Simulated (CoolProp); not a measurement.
Vapour-liquid equilibrium of R1234ze(E) (1) + n-pentane (2) at 330.4 K; x and y are mole fractions of (1).

Values from CoolProp's multi-fluid Helmholtz-energy mixture model, Thol 2016 and Thol 2019; pair parameters Bell 2016.

Problem. Give the bubble pressure and the first vapour's composition at x = 0.15, 0.75, 0.85. Is there an azeotrope?

Solution. x = 0.15: 0.4835 MPa, y = 0.612; x = 0.75: 1.033 MPa, y = 0.893; x = 0.85: 1.097 MPa, y = 0.927. No azeotrope shows between x = 0.05 and 0.95.

Pair parameters are fitted to limited data, so mixtures are less certain than the pure fluids.
